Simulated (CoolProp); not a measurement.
A simple Rankine cycle with dimethyl ether: condensing at 297.15 K, boiler at 2.27 MPa, turbine inlet 368.9 K, turbine efficiency 0.65, pump efficiency 0.6, no recuperator. Each further row changes one setting.

Computed with CoolProp (reference Helmholtz-energy equation of state, Wu 2011).

| case | thermal efficiency (%) | net work (kJ/kg) | heat in (kJ/kg) | turbine exit temperature (K) | volume ratio over the turbine |
|---|---|---|---|---|---|
| as stated | (withheld) | 40.7 | 475 | 316.6 | (withheld) |
| turbine inlet 388.9 K | 8.8 | 45.6 | 518 | 339.4 | 3.97 |
| condensing temperature 289.15 K | 9.7 | (withheld) | (withheld) | 309.4 | (withheld) |
| boiler pressure 1.59 MPa | 6.8 | (withheld) | 497 | 333.6 | 2.75 |
| turbine efficiency 0.55 | 7.1 | 33.7 | 475 | (withheld) | 4.14 |

### Question
What belongs in the gaps?

### Answer

- as stated, thermal efficiency (%): 8.6
- as stated, volume ratio over the turbine: 4.07
- condensing temperature 289.15 K, net work (kJ/kg): 47.9
- condensing temperature 289.15 K, heat in (kJ/kg): 494
- condensing temperature 289.15 K, volume ratio over the turbine: 5.14
- boiler pressure 1.59 MPa, net work (kJ/kg): 33.9
- turbine efficiency 0.55, turbine exit temperature (K): 320.7
